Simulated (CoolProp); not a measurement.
A single-stage vapour-compression cycle with the fluid: evaporating at 233.15 K (dew point), condensing at 286.15 K (bubble point), superheat 8 K, subcooling 5 K, compressor efficiency 0.6, no pressure losses. The same conditions are run with several fluids, on thermodynamics alone (safety and materials aside).

Values from CoolProp's reference Helmholtz-energy equation of state of each fluid (propylene: Lemmon 2013; dimethyl ether: Wu 2011; sulfur hexafluoride: Guder 2009; isobutane: Bücker 2006; R13: Platzer 1990; R227EA: Lemmon 2016). The equations of Platzer and Polt are older, rougher fits.

| fluid | cooling COP | pressure ratio | discharge temperature (K) | refrigerating effect (kJ/kg) | volumetric capacity (kJ/m³) |
|---|---|---|---|---|---|
| propylene | 2.17 | … | 347.7 | 328 | 1020 |
| dimethyl ether | 2.23 | … | 363.4 | 384 | 447 |
| sulfur hexafluoride | 1.86 | 5.18 | 310.7 | … | 1760 |
| isobutane | 2.23 | 8.47 | 327.2 | 294 | 248 |
| R13 | 1.75 | 4.49 | … | 77.4 | … |
| R227EA | 2.07 | 9.63 | 306.3 | … | 264 |

Question: Some entries are withheld; supply them.

Answer: 
- propylene, pressure ratio: 5.97
- dimethyl ether, pressure ratio: 8.27
- sulfur hexafluoride, refrigerating effect (kJ/kg): 65.2
- R13, discharge temperature (K): 329.2
- R13, volumetric capacity (kJ/m³): 2770
- R227EA, refrigerating effect (kJ/kg): 95.1
